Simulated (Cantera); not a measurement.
What does this Cantera script print?

```python
import numpy as np
import cantera as ct

gas_names = """
    C CH CH2 CH3 CH2OH CH3O CH4 CH3OH CO CO2 COOH C2 C2H CHCO,ketyl C2H2,acetylene C2H2,vinylidene
    CH2CO,ketene C2H3,vinyl CH3CO,acetyl C2H4 C2H4O,ethylen CH3CHO,ethanal CH3COOH (HCOOH)2 C2H5 C2H6
    CH3OCH3 C2H5OH C2O C3 C3H3,propargyl C3H4,allene C3H4,propyne C3H4,cyclo- C3H5,allyl C3H6,propylene
    C3H6,cyclo- C3H6O C3H7,n-propyl C3H7,i-propyl C3H8 C3H8O,1propanol C3H8O,2propanol C3O2 C4 C4H2
    C4H4,1,3-cyclo- C4H6,butadiene C4H6,2-butyne C4H6,cyclo- C4H8,1-butene C4H8,cis2-buten
    C4H8,tr2-butene C4H8,isobutene C4H8,cyclo- (CH3COOH)2 C4H9,n-butyl C4H9,i-butyl C4H9,s-butyl
    C4H9,t-butyl C4H10,isobutane C4H10,n-butane C5 C5H6,1,3cyclo- C5H8,cyclo- C5H10,1-pentene
    C5H10,cyclo- C5H11,pentyl C5H11,t-pentyl C5H12,n-pentane C5H12,i-pentane CH3C(CH3)2CH3 C6H2
    C6H5,phenyl C6H5O,phenoxy C6H6 C6H5OH,phenol C6H10,cyclo- C6H12,1-hexene C6H12,cyclo- C6H13,n-hexyl
    C7H7,benzyl C7H8 C7H8O,cresol C7H14,1-heptene C7H15,n-heptyl C7H16,n-heptane C8H8,styrene
    C8H10,ethylbenz C8H16,1-octene C8H17,n-octyl C8H18,isooctane C8H18,n-octane C9H19,n-nonyl
    C10H8,naphthale C10H21,n-decyl C12H9,o-bipheny C12H10,bipheny H HCO HO2 H2 HCHO,formaldehy HCOOH H2O
    H2O2 O OH O2 O3 Si SiC SiC2 SiC4H12 SiH SiH2 SiH3 SiH4 SiO SiO2 Si2 Si2C Si3
""".split()
cond_names = """
    C(gr) C6H6(L) C7H8(L) C8H18(L),n-octa H2O(s) H2O(L) Si(cr) Si(L) SiC(b) SiO2(Lqz) SiO2(hqz) SiO2(L)
""".split()


def load(file, names, dense=False):
    # The tables refer to 1 bar. Condensed volumes are neglected.
    table = {s.name: s for s in ct.Species.list_from_file(file)}
    out = []
    for n in names:
        d = dict(table[n].input_data)
        d["thermo"] = dict(d["thermo"], **{"reference-pressure": 1e5})
        if dense:
            d["equation-of-state"] = {"model": "constant-volume", "density": "1e6 g/cm^3"}
        out.append(ct.Species.from_dict(d))
    return out


gas = ct.Solution(thermo="ideal-gas", species=load("nasa_gas.yaml", gas_names))
cond = {s.name: ct.Solution(thermo="fixed-stoichiometry", species=[s], name=s.name)
        for s in load("nasa_condensed.yaml", cond_names, dense=True)}
atoms = {
    'SiC': {'Si': 1, 'C': 1},
    'H2O': {'H': 2, 'O': 1},
    'H2': {'H': 2},
}
top_T = {'C(gr)': 4500, 'SiC(b)': 3050}  # K; cautious upper limits of use, not melting points


def equilibrate(T, P, feed):
    n = {}
    for name, mol in feed.items():
        for a, k in atoms[name].items():
            n[a] = n.get(a, 0.0) + k * mol
    gas.TPX = T, P, n
    mass = sum(n.values()) * gas.mean_molecular_weight
    gas.equilibrate("TP")
    valid = [c for c in cond.values() if c.min_temp <= T <= top_T.get(c.name, c.max_temp)]
    mix = ct.Mixture([(gas, mass / gas.mean_molecular_weight)] + [(c, 0.0) for c in valid])
    mix.T, mix.P = T, P
    mix.equilibrate("TP", solver="vcs", rtol=1e-11, max_steps=5000)
    return mix


results = []
feed = {'SiC': 1, 'H2O': 0.026, 'H2': 35}  # mol
P = 0.23  # Pa
for T in [1225, 1275, 1325, 1375, 1425, 1475, 1525, 1575, 1625]:
    mix = equilibrate(T, P, feed)
    results.append((T, P, feed, dict(zip(mix.species_names, mix.species_moles))))

top = {s: max(r[3][s] / sum(r[3][g] for g in gas_names) for r in results) for s in gas_names}
cols = sorted((s for s in top if top[s] > 1e-05), key=lambda s: -top[s])[:9]
seen = [c for c in cond_names if any(r[3].get(c, 0) > 1e-12 for r in results)]
print("log10 of partial pressures in bar; condensed amounts in mol")
print(f"{'T/K':>10s}" + "".join(f"{s[:9]:>10s}" for s in cols + seen))
for T, P, feed, n in results:
    ng = sum(n[g] for g in gas_names)
    print(f"{T:10.4g}" + "".join(f"{np.log10(max(n[s] / ng * P / 1e5, 1e-99)):10.3f}" for s in cols)
          + "".join(f"{n.get(c, 0):10.4g}" for c in seen))
```

Output:

```
log10 of partial pressures in bar; condensed amounts in mol
       T/K        H2         H        Si        CO       SiO C2H2,acet     C(gr)    SiC(b)
      1225    -5.639    -9.326   -12.508    -9.069    -9.069   -15.751         0     0.987
      1275    -5.639    -8.952   -11.706    -9.069    -9.070   -15.244         0     0.987
      1325    -5.639    -8.606   -10.967    -9.067    -9.072   -14.773         0    0.9869
      1375    -5.640    -8.285   -10.290    -9.057    -9.083   -14.319         0    0.9866
      1425    -5.641    -7.986    -9.691    -9.021    -9.126   -13.840         0    0.9854
      1475    -5.642    -7.708    -9.210    -8.936    -9.269   -13.240         0    0.9822
      1525    -5.646    -7.449    -8.903    -8.831    -9.662   -12.396         0    0.9773
      1575    -5.651    -7.207    -8.793    -8.784   -10.434   -11.254         0    0.9743
      1625    -5.659    -6.981    -8.730    -8.780   -11.278   -10.108 0.0008765    0.9704
```

These are equilibrium values from Cantera (NASA tables, ideal gas, pure condensed phases), not measurements of a reactor.
